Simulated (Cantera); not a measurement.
A closed system holds: 1 mol CH₃Cl, 0.037 mol H₂, held at 1975 K and 3.68 Torr.

Method: chemical equilibrium by Gibbs-energy minimisation in Cantera with the NASA 1993 tables (ideal gas, pure condensed phases). Candidate condensed phases: C, C₆H₆, C₇H₈, C₈H₁₈; 91 gas species. Kinetics and transport are ignored.

Base state: H₂ 0.501, HCl 0.475, H 0.0138, Cl 0.00981, C₂H₂ (acetylene) 0.000325 (mole fractions); condensed: C(graphite).

Q: What changes in the equilibrium state with this change: pressure from 3.68 Torr to 750 Torr?

A: 
```
species             before     after
----------------  --------  --------
H₂                   0.501     0.508
HCl                  0.475     0.490
H                   0.0138  0.000975
Cl                 0.00981  0.000703
CH₄                5.58e-7  0.000117
C₂H₂ (acetylene)  0.000325  0.000330
C(graphite), mol     0.999     0.998
```

Q: What changes in the equilibrium state with this change: pressure from 3.68 Torr to 165 Torr?

A: 
| species | before | after |
|---|---|---|
| H₂ | 0.501 | 0.508 |
| HCl | 0.475 | 0.489 |
| H | 0.0138 | 0.00208 |
| Cl | 0.00981 | 0.00149 |
| CH₄ | 5.58e-7 | 2.57e-5 |
| C₂H₂ (acetylene) | 0.000325 | 0.000330 |
| C(graphite), mol | 0.999 | 0.999 |

Q: What changes in the equilibrium state with this change: pressure from 3.68 Torr to 0.0698 Torr?

A: 
| species | before | after |
|---|---|---|
| H₂ | 0.501 | 0.452 |
| HCl | 0.475 | 0.391 |
| H | 0.0138 | 0.0954 |
| Cl | 0.00981 | 0.0616 |
| C₂H₂ (acetylene) | 0.000325 | 0.000293 |
| C(graphite), mol | 0.999 | 0.999 |
